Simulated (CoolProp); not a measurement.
Computed with CoolProp (reference Helmholtz-energy equation of state, Akasaka 2023).

### Question
Give the vapour pressure (bar), liquid density (kg/m³), vapour density (kg/m³), enthalpy of vaporisation (kJ/kg) of saturated R1224YDZ at 274.7 K.

### Answer
```
T (K)  p (bar)  liquid density (kg/m³)  vapour density (kg/m³)  enthalpy of vaporisation (kJ/kg)
-----  -------  ----------------------  ----------------------  --------------------------------
274.7    0.589                    1420                    3.97                               176
```
